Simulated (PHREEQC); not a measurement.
1 kg of water holding 0.0062 mol/kgw MgCl2 and 0.017 mol/kgw MgSO4 is evaporated at 30 °C; the solids stay in contact with the brine. The system is closed to CO2. Only these solids could form: Bischofite, Brucite, Epsomite, Hexahydrite, Kieserite, MgCl2_4H2O.

Computed with PHREEQC (Pitzer model, pitzer.dat).

```json
[
 {"water left (kg)": "1", "ionic strength": "0.0866", "water activity": "0.999", "Epsomite (mol)": "0", "Cl in solution (mol/kgw)": "0.0124", "Mg in solution (mol/kgw)": "0.0232", "S in solution (mol/kgw)": "0.0170"},
 {"water left (kg)": "0.5552", "ionic strength": "0.156", "water activity": "0.999", "Epsomite (mol)": "0", "Cl in solution (mol/kgw)": "0.0223", "Mg in solution (mol/kgw)": "0.0418", "S in solution (mol/kgw)": "0.0306"},
 {"water left (kg)": "0.2533", "ionic strength": "0.342", "water activity": "0.997", "Epsomite (mol)": "0", "Cl in solution (mol/kgw)": "0.0489", "Mg in solution (mol/kgw)": "0.0916", "S in solution (mol/kgw)": "0.0671"},
 {"water left (kg)": "0.1407", "ionic strength": "0.616", "water activity": "0.995", "Epsomite (mol)": "0", "Cl in solution (mol/kgw)": "0.0882", "Mg in solution (mol/kgw)": "0.165", "S in solution (mol/kgw)": "0.121"},
 {"water left (kg)": "0.06418", "ionic strength": "1.35", "water activity": "0.990", "Epsomite (mol)": "0", "Cl in solution (mol/kgw)": "0.193", "Mg in solution (mol/kgw)": "0.361", "S in solution (mol/kgw)": "0.265"},
 {"water left (kg)": "0.03564", "ionic strength": "2.43", "water activity": "0.982", "Epsomite (mol)": "0", "Cl in solution (mol/kgw)": "0.348", "Mg in solution (mol/kgw)": "0.651", "S in solution (mol/kgw)": "0.477"},
 {"water left (kg)": "0.01979", "ionic strength": "4.38", "water activity": "0.964", "Epsomite (mol)": "0", "Cl in solution (mol/kgw)": "0.627", "Mg in solution (mol/kgw)": "1.17", "S in solution (mol/kgw)": "0.859"},
 {"water left (kg)": "0.00903", "ionic strength": "9.59", "water activity": "0.888", "Epsomite (mol)": "0", "Cl in solution (mol/kgw)": "1.37", "Mg in solution (mol/kgw)": "2.57", "S in solution (mol/kgw)": "1.88"},
 {"water left (kg)": "0.003525", "ionic strength": "11.2", "water activity": "0.779", "Epsomite (mol)": "0.0118", "Cl in solution (mol/kgw)": "3.52", "Mg in solution (mol/kgw)": "3.24", "S in solution (mol/kgw)": "1.48"}
]
```

Epsomite from water left = 0.007401 kg.
